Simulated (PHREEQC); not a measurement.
**Reverse-osmosis permeate (model solution)**

Model water analysis in mg/L, 25 °C, pH 6.04, pe 9.4:

```
constituent           mg/L
------------------  ------
Na                    4.44
K                     1.28
Ca                    3.43
Mg                    4.25
Cl                      11
S(6) as SO4           12.5
Alkalinity as HCO3    12.1
Cu(2)               0.0735
Ba                  0.0369
Br                     1.2
Pb                   0.103
```

Valence states are taken as typed.

The numbers come from PHREEQC with the ion-association model, wateq4f.dat.

Precipitation was switched off in this run.

Question: Estimate the charge-balance error.

Answer: charge-balance error -2.2 %.

Question: In which forms is Ca present?

Answer: Ca+2 98 %, CaSO4 1.8 % of the Ca.

Complexes and solids missing from the database can't appear.
